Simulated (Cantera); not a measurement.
A Cantera script and what it prints.

```python
import numpy as np
import cantera as ct

gas_names = """
    H HNO HNO2 HNO3 HO2 H2 H2O H2O2 N NH NH2 NH3 NH2OH NO NO2 NO3 N2 N2H2 N2H4 N2O O OH O2 O3 Si SiH
    SiH2 SiH3 SiH4 SiN SiO SiO2 Si2 Si2N Si3
""".split()
cond_names = """
    H2O(s) H2O(L) Si(cr) Si(L) SiO2(Lqz) SiO2(hqz) SiO2(L) Si2N2O(s) Si3N4(a)
""".split()


# ... load() reads the species with a 1 bar reference pressure and builds the phases ...
atoms = {
    'Si3N4': {'Si': 3, 'N': 4},
    'H2O': {'H': 2, 'O': 1},
    'H2': {'H': 2},
    'O2': {'O': 2},
}
top_T = {'Si2N2O(s)': 2100, 'Si3N4(a)': 2400}  # K; cautious upper limits of use, not melting points


# ... equilibrate(T, P, feed) seeds the gas with the atoms and calls Mixture.equilibrate('TP', solver="vcs", rtol=1e-11, max_steps=5000) ...
results = []
feed = {'Si3N4': 1, 'H2O': 0.016, 'H2': 6.8, 'O2': 0.66}  # mol
T = 1525  # K
P = 100000  # Pa
mix = equilibrate(T, P, feed)
results.append((T, P, feed, dict(zip(mix.species_names, mix.species_moles))))
print(gas.report(threshold=1e-05))
for i in range(1, mix.n_phases):
    print(f"{mix.phase(i).name:16s} {mix.phase_moles(i):12.5e} mol")
```

Output:

```
       temperature   1525 K
          pressure   1e+05 Pa
           density   0.028475 kg/m^3
  mean mol. weight   3.6105 kg/kmol
   phase of matter   gas

                          1 kg             1 kmol
                     ---------------   ---------------
          enthalpy        1.0325e+07        3.7277e+07  J
   internal energy        6.8128e+06        2.4597e+07  J
           entropy             51300        1.8521e+05  J/K
    Gibbs function       -6.7907e+07       -2.4518e+08  J
 heat capacity c_p            9030.8             32605  J/K
 heat capacity c_v            6727.9             24291  J/K

                      mass frac. Y      mole frac. X     chem. pot. / RT
                     ---------------   ---------------   ---------------
                 H        6.3988e-06        2.2919e-05           -9.3572
                H2           0.52412           0.93864           -18.714
               NH3        6.1089e-05         1.295e-05           -42.499
                N2           0.47581          0.061323           -28.855
     [  +31 minor]        2.7306e-06         2.776e-07

Si(cr)            0.00000e+00 mol
SiO2(hqz)         0.00000e+00 mol
Si2N2O(s)         1.33600e+00 mol
Si3N4(a)          1.09334e-01 mol
```

Equilibrium computed with Cantera from the NASA thermochemical tables; the gas is ideal and each condensed phase is pure. Mutual solubility and eutectic melting of coexisting phases are not modelled.
